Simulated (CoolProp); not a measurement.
A simple Rankine cycle with methanol: condensing at 300.15 K, boiler at 1.01 MPa, turbine inlet 560.2 K, turbine efficiency 0.6, pump efficiency 0.6, no recuperator. Each further row changes one setting.

Values from CoolProp's reference Helmholtz-energy equation of state, de Reuck 1993.

| case | thermal efficiency (%) | net work (kJ/kg) | heat in (kJ/kg) | turbine exit temperature (K) | volume ratio over the turbine |
|---|---|---|---|---|---|
| as stated | 16.0 | 257 | 1610 | 411.0 | 40.4 |
| turbine inlet 580.2 K | 16.3 | 269 | 1650 | 429.7 | 40.7 |
| condensing temperature 292.15 K | 16.9 | 276 | 1630 | 399.0 | 59.9 |
| boiler pressure 0.707 MPa | 15.0 | 242 | 1610 | 423.1 | 28.9 |
| turbine efficiency 0.5 | 13.3 | 214 | 1610 | 436.6 | 43.0 |
